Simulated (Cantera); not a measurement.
A Cantera script and its output.

```python
import numpy as np
import cantera as ct

gas = ct.Solution("h2o2.yaml")
gas.TPX = 1075, 350, {'H2': 0.011, 'O2': 1, 'N2': 2}
reactor = ct.IdealGasConstPressureReactor(gas, energy="off", clone=False)
net = ct.ReactorNet([reactor])
net.rtol, net.atol = 1e-08, 1e-18
show = ['H2', 'O2', 'HO2', 'OH', 'O']
times = np.geomspace(3e-05, 10, 9)

steps = ct.SolutionArray(gas, extra=["t"])
rows = []
print(f"{'t/s':>10s}{'T/K':>9s}{'P/Pa':>11s}" + "".join(f"{s:>11s}" for s in show))
for t in times:
    while net.time < t:
        t_next = net.step()
        steps.append(gas.state, t=t_next)
    rows.append([np.interp(t, steps.t, y) for y in (steps.T, steps.P, *steps(*show).X.T)])
    print(f"{t:10.3e}{rows[-1][0]:9.1f}{rows[-1][1]:11.4g}" + "".join(f"{x:11.3e}" for x in rows[-1][2:]))
rate = np.gradient(steps.T, steps.t)
print("integrator steps:", len(steps.t))
if steps.T.max() > steps.T[0] + 200:
    print(f"time of steepest temperature rise: {steps.t[rate.argmax()]:.4e} s")
gas.TPX = 1075, 350, {'H2': 0.011, 'O2': 1, 'N2': 2}
gas.equilibrate("TP")
print(f"equilibrium (TP): T = {gas.T:.1f} K  " + "  ".join(f"{s} {gas[s].X[0]:.3e}" for s in show))
```

Result:

```
       t/s      T/K       P/Pa         H2         O2        HO2         OH          O
 3.000e-05   1075.0        350  3.653e-03  3.321e-01  6.243e-13  1.020e-14  1.021e-14
 1.471e-04   1075.0        350  3.653e-03  3.321e-01  3.061e-12  2.324e-13  2.341e-13
 7.208e-04   1075.0        350  3.653e-03  3.321e-01  1.501e-11  4.472e-12  4.635e-12
 3.533e-03   1075.0        350  3.653e-03  3.321e-01  7.366e-11  5.318e-11  6.321e-11
 1.732e-02   1075.0        350  3.653e-03  3.321e-01  3.632e-10  7.425e-10  1.176e-09
 8.490e-02   1075.0        350  3.646e-03  3.321e-01  1.449e-08  2.910e-06  4.901e-06
 4.162e-01   1075.0        350  1.703e-05  3.289e-01  1.562e-07  1.829e-04  2.840e-03
 2.040e+00   1075.0        350  1.110e-05  3.296e-01  1.314e-07  1.480e-04  1.843e-03
 1.000e+01   1075.0        350  2.818e-06  3.306e-01  6.968e-08  7.473e-05  4.605e-04
integrator steps: 1035
equilibrium (TP): T = 1075.0 K  H2 7.585e-11  O2 3.309e-01  HO2 1.860e-10  OH 3.975e-07  O 1.284e-08
```

Detailed kinetics in Cantera: the H2/O2 subset of GRI-Mech 3.0, which has no nitrogen chemistry. Radical loss at walls, strong at low pressure, is not modelled.
